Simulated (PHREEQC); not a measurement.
PHREEQC input (ion-association model, wateq4f.dat):

```
SOLUTION_MASTER_SPECIES
  An  An-  0  An  62.0  # stands for a non-complexing anion
SOLUTION_SPECIES
  An- = An-
    -log_k 0
    -gamma 3.0 0
PHASES
  Fix_H+
    H+ = H+
    -log_k 0
SOLUTION 1
  temp 25
  units mmol/kgw
  pH 7 charge
  F 3.3
  Na 4.3
  An 1
END
SELECTED_OUTPUT 1
  -reset false
  -pH true
  -pe true
  -ionic_strength true
  -water true
  -totals F Na
  -molalities Hfo_wOH Hfo_wOH2+ Hfo_wO- Hfo_sOH Hfo_sOH2+ Hfo_sO- Hfo_wF Hfo_wOHF-
USER_PUNCH 1
  -headings sigma psi
  10 PUNCH EDL("sigma", "Hfo"), EDL("psi", "Hfo")
PRINT
  -reset false
USE solution 1
SURFACE 1
  Hfo_wOH 0.00449438 600 2
  Hfo_sOH 0.00011236
EQUILIBRIUM_PHASES 1
  Fix_H+ -3 HAn 10
    -force_equality true
  O2(g) -0.68 10
END
# ... the last block is repeated for the other 12 points of pH, with NaOH or the acid as the point needs
```

Selected output (columns that matter, 13 of 13 rows; pH added in front):

```
pH	mu	F	Na	m_Hfo_wOH	m_Hfo_wOH2+	m_Hfo_wO-	m_Hfo_sOH	m_Hfo_sOH2+	m_Hfo_sO-	m_Hfo_wF	m_Hfo_wOHF-	sigma	psi
3	0.0060898	0.00031214	0.0042998	4.7108e-05	0.0014593	3.4837e-08	3.5134e-06	0.00010884	2.5982e-09	0.0028455	0.00014223	0.11466	0.16557
3.67	0.0050479	0.00026748	0.0042998	0.00012909	0.0013324	2.8649e-07	9.9215e-06	0.00010241	2.202e-08	0.0026368	0.00039558	0.083548	0.15417
4.33	0.0046929	0.00039163	0.0042998	0.00027489	0.0013098	1.3217e-06	1.9474e-05	9.2788e-05	9.3634e-08	0.0021949	0.00071336	0.055306	0.13499
5	0.0045209	0.00067647	0.0042999	0.00052609	0.00134	4.7316e-06	3.1596e-05	8.0477e-05	2.8417e-07	0.0016315	0.00099192	0.034058	0.11145
5.67	0.0044268	0.0011134	0.0042999	0.00094733	0.0013452	1.5284e-05	4.6122e-05	6.5492e-05	7.441e-07	0.0010459	0.0011406	0.020427	0.086825
6.33	0.0043716	0.001649	0.0043	0.0015599	0.0012385	4.501e-05	6.1641e-05	4.8939e-05	1.7786e-06	0.00055955	0.0010914	0.012001	0.062718
7	0.0043346	0.0022249	0.0043	0.002293	0.0010066	0.00011966	7.535e-05	3.3077e-05	3.9322e-06	0.00023745	0.00083764	0.0063069	0.038307
7.67	0.0043059	0.0027397	0.0043	0.0029227	0.00075068	0.00026069	8.3475e-05	2.144e-05	7.4454e-06	7.9707e-05	0.00048058	0.0018825	0.012442
8.33	0.0042773	0.0030854	0.0043	0.0032759	0.00058005	0.00042384	8.6004e-05	1.5228e-05	1.1127e-05	2.2017e-05	0.00019256	-0.0025922	-0.017045
9	0.0042992	0.0032395	0.0043623	0.0034024	0.00048807	0.00054337	8.6222e-05	1.2368e-05	1.377e-05	5.132e-06	5.5402e-05	-0.0090143	-0.05127
9.67	0.0044541	0.0032846	0.0045882	0.0034183	0.00041376	0.00064694	8.5751e-05	1.038e-05	1.6229e-05	1.1162e-06	1.428e-05	-0.020369	-0.086542
10.33	0.0047728	0.0032958	0.0050355	0.00336	0.00031871	0.00081148	8.4078e-05	7.9752e-06	2.0306e-05	2.4024e-07	3.9221e-06	-0.040932	-0.11932
11	0.005872	0.0032987	0.0063786	0.0031374	0.00019415	0.0011615	7.8458e-05	4.8551e-06	2.9045e-05	4.7615e-08	1.1915e-06	-0.079826	-0.14798
```

Complexes and solids missing from the database can't appear. The oxide is taken as insoluble; below pH 4 it would dissolve.
